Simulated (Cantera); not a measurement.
What does this Cantera script print?

```python
import numpy as np
import cantera as ct

gas = ct.Solution("gri30.yaml")
gas.TPX = 1848, 100000, {'CH4': 1, 'CO2': 3}
reactor = ct.IdealGasConstPressureReactor(gas, energy="off", clone=False)
net = ct.ReactorNet([reactor])
net.rtol, net.atol = 1e-08, 1e-18
show = ['CH4', 'CO2', 'C2H', 'HCO', 'H2', 'O2']
times = np.geomspace(3e-05, 300, 10)

steps = ct.SolutionArray(gas, extra=["t"])
rows = []
print(f"{'t/s':>10s}{'T/K':>9s}{'P/Pa':>11s}" + "".join(f"{s:>11s}" for s in show))
for t in times:
    while net.time < t:
        t_next = net.step()
        steps.append(gas.state, t=t_next)
    rows.append([np.interp(t, steps.t, y) for y in (steps.T, steps.P, *steps(*show).X.T)])
    print(f"{t:10.3e}{rows[-1][0]:9.1f}{rows[-1][1]:11.4g}" + "".join(f"{x:11.3e}" for x in rows[-1][2:]))
rate = np.gradient(steps.T, steps.t)
print("integrator steps:", len(steps.t))
if steps.T.max() > steps.T[0] + 200:
    print(f"time of steepest temperature rise: {steps.t[rate.argmax()]:.4e} s")
gas.TPX = 1848, 100000, {'CH4': 1, 'CO2': 3}
gas.equilibrate("TP")
print(f"equilibrium (TP): T = {gas.T:.1f} K  " + "  ".join(f"{s} {gas[s].X[0]:.3e}" for s in show))
```

Output:

```
       t/s      T/K       P/Pa        CH4        CO2        C2H        HCO         H2         O2
 3.000e-05   1848.0      1e+05  2.472e-01  7.491e-01  1.644e-10  1.143e-08  1.375e-03  2.189e-12
 1.798e-04   1848.0      1e+05  2.144e-01  7.330e-01  7.315e-08  4.965e-07  2.824e-02  5.206e-11
 1.078e-03   1848.0      1e+05  1.032e-01  6.045e-01  6.937e-07  2.701e-07  1.199e-01  1.048e-09
 6.463e-03   1848.0      1e+05  1.448e-02  3.428e-01  1.572e-06  1.293e-07  7.039e-02  9.800e-09
 3.875e-02   1848.0      1e+05  5.540e-03  2.061e-01  4.422e-07  6.720e-08  1.128e-01  9.609e-09
 2.323e-01   1848.0      1e+05  3.243e-04  1.533e-01  3.116e-09  5.332e-08  1.515e-01  9.028e-09
 1.392e+00   1848.0      1e+05  1.353e-09  1.524e-01  4.953e-18  5.550e-08  1.523e-01  9.906e-09
 8.348e+00   1848.0      1e+05  1.353e-09  1.524e-01  4.953e-18  5.550e-08  1.523e-01  9.906e-09
 5.004e+01   1848.0      1e+05  1.353e-09  1.524e-01  4.953e-18  5.550e-08  1.523e-01  9.906e-09
 3.000e+02   1848.0      1e+05  1.353e-09  1.524e-01  4.953e-18  5.550e-08  1.523e-01  9.906e-09
integrator steps: 2091
equilibrium (TP): T = 1848.0 K  CH4 1.469e-09  CO2 1.524e-01  C2H 5.355e-18  HCO 5.550e-08  H2 1.523e-01  O2 9.906e-09
```

Cantera simulation using GRI-Mech 3.0 (53 species, 325 reactions); the numbers are that mechanism's predictions, not measurements.
